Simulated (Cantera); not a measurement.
A Cantera script and its output.

```python
import numpy as np
import cantera as ct

gas = ct.Solution("SiF4_NH3_mec.yaml", "gas")
gas.TPX = 2173, 140000, {'NH3': 1, 'H2': 10}
reactor = ct.IdealGasConstPressureReactor(gas, energy="off", clone=False)
net = ct.ReactorNet([reactor])
net.rtol, net.atol = 1e-08, 1e-18
show = ['NH3', 'H2', 'N2', 'N2H4', 'NH', 'H', 'NH2']
times = np.geomspace(0.0001, 200, 14)

steps = ct.SolutionArray(gas, extra=["t"])
rows = []
print(f"{'t/s':>10s}{'T/K':>9s}{'P/Pa':>11s}" + "".join(f"{s:>11s}" for s in show))
for t in times:
    while net.time < t:
        t_next = net.step()
        steps.append(gas.state, t=t_next)
    rows.append([np.interp(t, steps.t, y) for y in (steps.T, steps.P, *steps(*show).X.T)])
    print(f"{t:10.3e}{rows[-1][0]:9.1f}{rows[-1][1]:11.4g}" + "".join(f"{x:11.3e}" for x in rows[-1][2:]))
rate = np.gradient(steps.T, steps.t)
print("integrator steps:", len(steps.t))
if steps.T.max() > steps.T[0] + 200:
    print(f"time of steepest temperature rise: {steps.t[rate.argmax()]:.4e} s")
gas.TPX = 2173, 140000, {'NH3': 1, 'H2': 10}
gas.equilibrate("TP")
print(f"equilibrium (TP): T = {gas.T:.1f} K  " + "  ".join(f"{s} {gas[s].X[0]:.3e}" for s in show))
```

Result:

```
       t/s      T/K       P/Pa        NH3         H2         N2       N2H4         NH          H        NH2
 1.000e-04   2173.0    1.4e+05  9.034e-02  9.081e-01  6.236e-05  2.129e-08  1.091e-05  1.130e-03  3.453e-04
 3.053e-04   2173.0    1.4e+05  8.790e-02  9.088e-01  1.090e-03  4.395e-08  2.300e-05  1.673e-03  4.963e-04
 9.319e-04   2173.0    1.4e+05  7.978e-02  9.132e-01  4.825e-03  3.894e-08  2.249e-05  1.743e-03  4.672e-04
 2.845e-03   2173.0    1.4e+05  5.981e-02  9.238e-01  1.402e-02  2.607e-08  2.018e-05  1.924e-03  3.823e-04
 8.685e-03   2173.0    1.4e+05  2.649e-02  9.414e-01  2.936e-02  8.227e-09  1.452e-05  2.488e-03  2.148e-04
 2.651e-02   2173.0    1.4e+05  4.299e-03  9.524e-01  3.959e-02  4.674e-10  5.135e-06  3.697e-03  5.124e-05
 8.094e-02   2173.0    1.4e+05  7.602e-04  9.540e-01  4.123e-02  1.701e-11  1.060e-06  3.995e-03  9.776e-06
 2.471e-01   2173.0    1.4e+05  2.082e-04  9.543e-01  4.149e-02  1.285e-12  2.923e-07  4.009e-03  2.686e-06
 7.543e-01   2173.0    1.4e+05  6.467e-05  9.544e-01  4.155e-02  1.240e-13  9.085e-08  4.010e-03  8.347e-07
 2.303e+00   2173.0    1.4e+05  2.106e-05  9.544e-01  4.157e-02  1.316e-14  2.959e-08  4.011e-03  2.718e-07
 7.030e+00   2173.0    1.4e+05  7.583e-06  9.544e-01  4.158e-02  1.707e-15  1.065e-08  4.011e-03  9.786e-08
 2.146e+01   2173.0    1.4e+05  4.311e-06  9.544e-01  4.158e-02  5.533e-16  6.056e-09  4.011e-03  5.564e-08
 6.551e+01   2173.0    1.4e+05  4.104e-06  9.544e-01  4.158e-02  5.018e-16  5.766e-09  4.011e-03  5.297e-08
 2.000e+02   2173.0    1.4e+05  4.104e-06  9.544e-01  4.158e-02  5.018e-16  5.766e-09  4.011e-03  5.297e-08
integrator steps: 1396
equilibrium (TP): T = 2173.0 K  NH3 4.104e-06  H2 9.544e-01  N2 4.158e-02  N2H4 5.018e-16  NH 5.766e-09  H 4.011e-03  NH2 5.297e-08
```

Detailed kinetics in Cantera: the gas-phase N/H chemistry of the illustrative SiF4/NH3 mechanism in the Surface Chemkin manual (1991). Walls and surfaces, which speed up NH3 decomposition in real reactors, are not modelled.
